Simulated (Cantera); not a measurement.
Charge: 1 mol toluene, 50 mol H2, 0.031 mol CO2, equilibrated at 2127 °C and 1 atm.

Equilibrium computed with Cantera from the NASA thermochemical tables; the gas is ideal and each condensed phase is pure. Candidate condensed phases: C, C6H6, C7H8, C8H18, H2O; 110 gas species. The numbers say what is thermodynamically allowed, not how fast it happens.

Base state: H2 0.976, H 0.0156, C2H2 (acetylene) 0.00681, CO 0.00114, CH4 0.000172, CH3 5.05e-5, C4H2 1.95e-5 (mole fractions); condensed: C(graphite).

Problem. What changes in the equilibrium state with this change: CO2 from 0.031 to 0.022 mol?

Solution. 
```tsv
species	before	after
H2	0.976	0.977
H	0.0156	0.0156
C2H2 (acetylene)	0.00681	0.00681
CO	0.00114	0.000808
CH4	0.000172	0.000172
CH3	5.05e-5	5.05e-5
C4H2	1.95e-5	1.95e-5
C(graphite), mol	6.21	6.22
```
